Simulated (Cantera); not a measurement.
Chlorosilane synthesis and conversion: SiCl₄ + HCl + H₂

Charge: 1 mol SiCl₄, 0.64 mol HCl, 11 mol H₂, at 100 Torr.

These are equilibrium values from Cantera (NASA tables, ideal gas, pure condensed phases), not measurements of a reactor. Candidate condensed phases: Si; 19 gas species. The tables' values for SiCl₃ are old estimates; treat these amounts as uncertain. Equilibrium is a limit: real reactors are often held back by kinetics, nucleation or transport.

| T (°C) | x H₂ | x HCl | x SiCl₄ | x SiCl₂ | x SiHCl₃ | x SiCl₃ | x SiH₂Cl₂ | x H |
|---|---|---|---|---|---|---|---|---|
| 902 | 0.843 | 0.0785 | 0.0551 | 0.00423 | 0.0139 | 0.00488 | 0.000453 | 3.08e-7 |
| 952 | 0.831 | 0.0906 | 0.0473 | 0.00927 | 0.0135 | 0.00745 | 0.000518 | 7.78e-7 |
| 1002 | 0.817 | 0.106 | 0.0383 | 0.0168 | 0.0119 | 0.00993 | 0.000514 | 1.82e-6 |
| 1052 | 0.800 | 0.123 | 0.0288 | 0.0260 | 0.00957 | 0.0117 | 0.000456 | 4.01e-6 |
| 1102 | 0.784 | 0.141 | 0.0200 | 0.0358 | 0.00711 | 0.0125 | 0.000375 | 8.31e-6 |
| 1152 | 0.769 | 0.156 | 0.0128 | 0.0450 | 0.00494 | 0.0121 | 0.000291 | 1.64e-5 |
| 1202 | 0.758 | 0.167 | 0.00760 | 0.0526 | 0.00325 | 0.0108 | 0.000219 | 3.09e-5 |
x: gas mole fraction; nothing condenses.

From 902 °C to 1202 °C nothing is condensed. The main Si-bearing gas is SiCl₄ at 902 °C and SiCl₂ at 1202 °C.
